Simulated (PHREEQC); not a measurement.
Synthetic water in mg/L, 95 °C, pH 2.14, pe 9.7:

| constituent | mg/L |
|---|---|
| Na | 74.7 |
| K | 4.36 |
| Ca | 281 |
| Mg | 105 |
| Cl | 366 |
| S(6) as SO4 | 1510 |
| P as PO4 | 4.75 |

Na is adjusted to close the charge balance.
Valence states are taken as typed.

All values are PHREEQC results (ion-association model, phreeqc.dat), not measurements.

No solid was allowed to form.

Problem. Predict the ionic strength, specific conductance.

Solution. ionic strength 0.0382 mol/kgw; specific conductance 14600 µS/cm.

Problem. In which forms is K present?

Solution. K+ 97 %, KSO4- 2.9 % of the K.

At this temperature some constants are extrapolated from 25 °C, and those without enthalpy data are left unchanged.
